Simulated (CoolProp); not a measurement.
CHF3 (R23) along the isobar 7.45 bar: fugacity coefficient from the reference equation and from simpler models built on Tc = 299.3 K, pc = 48.32 bar, ω = 0.263; each cubic takes its own stable root.

Computed with CoolProp (reference Helmholtz-energy equation of state, Penoncello 2003).

| T (K) | phase | reference | van der Waals | Redlich-Kwong | Soave-Redlich-Kwong | Peng-Robinson |
|---|---|---|---|---|---|---|
| 254.9 | gas | 0.9033 | 0.9331 | 0.9180 | 0.9128 | 0.9066 |
| 286.4 | gas | 0.9357 | 0.9493 | 0.9409 | ___ | 0.9340 |
| 317.8 | gas | ___ | 0.9606 | ___ | 0.9576 | 0.9524 |
| 349.3 | gas | 0.9678 | 0.9689 | ___ | ___ | ___ |
| 380.7 | gas | 0.9765 | 0.9751 | 0.9746 | 0.9787 | 0.9743 |
| 412.1 | gas | 0.9827 | 0.9798 | 0.9803 | 0.9849 | 0.9810 |
| 443.6 | gas | 0.9873 | 0.9835 | 0.9845 | 0.9895 | 0.9860 |
| 475 | gas | 0.9906 | 0.9864 | 0.9878 | 0.9930 | 0.9897 |

Problem. Fill in the missing entries.

Solution. 
- 286.4, Soave-Redlich-Kwong: 0.9398
- 317.8, reference: 0.9551
- 317.8, Redlich-Kwong: 0.9563
- 349.3, Redlich-Kwong: 0.9670
- 349.3, Soave-Redlich-Kwong: 0.9700
- 349.3, Peng-Robinson: 0.9652
